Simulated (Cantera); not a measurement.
Charge: 1 mol Si, 0.14 mol H₂O, 5.3 mol H₂, held at 1548 K and 101000 Pa.

Cantera equilibrium calculation (NASA polynomials, part measured and part estimated; ideal gas, pure solids and liquids). Candidate condensed phases: H₂O, Si, SiO₂; 18 gas species. Mutual solubility and eutectic melting of coexisting phases are not modelled. The tables hold silica as quartz up to 1696 K and as liquid above; real silica turns to tridymite and cristobalite and melts near 1996 K. The numbers say what is thermodynamically allowed, not how fast it happens.

Base state: H₂ 0.999, SiO 0.00119, H 3.06e-5 (mole fractions); condensed: Si(s) + SiO₂(β-quartz).

Q: What changes in the equilibrium state with this change: Si replaced by AlN?

A: 
| species | before | after |
|---|---|---|
| H₂ | 0.999 | 0.991 |
| N₂ | 0 | 0.00850 |
| H | 3.06e-5 | 3.05e-5 |
| SiO | 0.00119 | 0 |
| Si(s), mol | 0.927 | 0 |
| SiO₂(β-quartz), mol | 0.0667 | 0 |
| AlN(s), mol | 0 | 0.907 |
| Al₂O₃(s), mol | 0 | 0.0467 |
Further candidate phases: Al, AlN, Al₂O₃.
